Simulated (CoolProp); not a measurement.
A single-stage vapour-compression cycle with propane: evaporating at 219.15 K (dew point), condensing at 249.15 K (bubble point), superheat 8 K, subcooling 5 K, compressor efficiency 0.65, no pressure losses. Each further row changes one setting.

Computed with CoolProp (reference Helmholtz-energy equation of state, Lemmon 2009).

```
case                              cooling COP  pressure ratio  discharge temperature (K)  refrigerating effect (kJ/kg)  volumetric capacity (kJ/m³)
--------------------------------  -----------  --------------  -------------------------  ----------------------------  ---------------------------
as stated                                4.36            3.64                      289.7                           392                          544
evaporating temperature 224.15 K         5.45            2.85                      283.3                           399                          692
condensing temperature 244.15 K          5.33            3.01                      280.4                           404                          560
subcooling 10 K                          4.49            3.64                      289.7                           404                          560
superheat 18 K                           4.32            3.64                      300.4                           407                          539
compressor efficiency 0.55               3.69            3.64                      299.3                           392                          544
```
